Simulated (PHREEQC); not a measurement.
Consider water at 75 °C with 0.001 mol/kgw NaBr, 0.00028 mol/kgw ZnSO4 and 0.02 mol/kgw Pb(NO3)2. Closed to the air; pH follows from the charge balance.

All values are PHREEQC results (ion-association model, wateq4f.dat), not measurements.

| quantity | before | after |
|---|---|---|
| pH | 4.80 | 1.88 |
| ionic strength (mol/kgw) | 0.0537 | 0.0609 |
| NO3- (mol/kgw) | 0.0365 | 0.0375 |
| PbNO3+ (mol/kgw) | 0.00345 | 0.00248 |
| Br- (mol/kgw) | 0.000565 | 0.000649 |
| SI of Pb(OH)2 (Pb(OH)2) | +0.74 | -5.26 |
| SI of Anglesite (PbSO4) | +1.04 | +0.64 |

Task: What was changed between the two runs?
A) ZnSO4 replaced by NiSO4 at the same molality
B) 0.0096 mol/kgw HNO3 added
C) diluted 5-fold with water
D) 0.016 mol/kgw HCl added
E) ZnSO4 from 0.00028 to 0.0014 mol/kgw

Result: D, 0.016 mol/kgw HCl added

Precipitation was switched off in this run. Some of these states are supersaturated (in Larnakite, Anglesite, for instance). At this temperature some constants are extrapolated from 25 °C, and those without enthalpy data are left unchanged.
